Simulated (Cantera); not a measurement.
A perfectly stirred reactor is fed with CH4 : O2 : N2 = 1 : 2.63 : 9.89 (molar parts), at 4.93 atm; it is adiabatic with a 350 K inlet, and is followed from long to short residence time, starting on the burning branch (τ in s: 0.33, 0.13, 0.054, 0.022, 0.009, 0.0037, 0.0015, 0.00061, 0.00025, 0.0001, 4.2e-05, 1.7e-05, 6.9e-06).

Detailed kinetics in Cantera: GRI-Mech 3.0 (53 species, 325 reactions).

### Question
What does this change do: pressure from 4.93 atm to 0.987 atm?

### Answer
```csv
quantity,before,after
"blow-out, bracketed by the residence times tried","burning at 0.100 ms, out at 42.0 µs","burning at 0.250 ms, out at 0.100 ms"
x(CH4) at τ = 0.330 s,9.55e-7,2.54e-6
x(O2) at τ = 0.330 s,0.0462,0.0463
x(CH2) at τ = 0.330 s,5.99e-9,2.68e-8
x(NO) at τ = 0.330 s,0.000434,0.000250
x(H2) at τ = 0.330 s,8.26e-5,0.000227
x(CH4) at τ = 1.50 ms,7.33e-5,0.000116
x(O2) at τ = 1.50 ms,0.0475,0.0499
x(CH2) at τ = 1.50 ms,8.80e-7,1.60e-6
x(NO) at τ = 1.50 ms,3.18e-5,3.09e-5
x(H2) at τ = 1.50 ms,0.000635,0.00307
```
